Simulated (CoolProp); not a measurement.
The numbers come from the reference Helmholtz-energy equation of state, Tillner-Roth 1994 in CoolProp.

For R134a, give the phase and the Z, cv (kJ/(kg K)), speed of sound (m/s), Joule-Thomson coefficient (K/MPa) at 300.7 K and 24.2 MPa; 235.5 K and 4.26 MPa.


- 300.7 K and 24.2 MPa: liquid; Z 0.762, cv 0.912, speed of sound 686, Joule-Thomson coefficient -0.236
- 235.5 K and 4.26 MPa: liquid; Z 0.156, cv 0.836, speed of sound 820, Joule-Thomson coefficient -0.301
